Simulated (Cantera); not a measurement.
## Equilibrium for abatement and gas-phase synthesis: NF3 + SO2 + N2

A closed system holds: 1 mol NF3, 0.33 mol SO2, 3.8 mol N2, equilibrated at 290 Pa.

These are equilibrium values from Cantera (NASA tables, ideal gas, pure condensed phases), not measurements of a reactor. Candidate condensed phases: S; 35 gas species. Kinetics and transport are ignored.

| T (K) | log p N2 | log p F | log p O | log p S | log p SO2 | log p SO |
|---|---|---|---|---|---|---|
| 2275 | -2.79 | -2.95 | -4.84 | -5.43 | -4.07 | -4.47 |
| 2375 | -2.79 | -2.95 | -4.54 | -5.07 | -4.17 | -4.33 |
| 2475 | -2.80 | -2.95 | -4.29 | -4.76 | -4.32 | -4.25 |
| 2575 | -2.80 | -2.96 | -4.08 | -4.51 | -4.55 | -4.22 |
| 2675 | -2.81 | -2.96 | -3.92 | -4.30 | -4.86 | -4.26 |
| 2775 | -2.81 | -2.97 | -3.81 | -4.15 | -5.26 | -4.38 |
| 2875 | -2.82 | -2.97 | -3.74 | -4.06 | -5.73 | -4.57 |
log p: log10 of the partial pressure in bar; nothing condenses.

From 2275 K to 2875 K nothing is condensed.
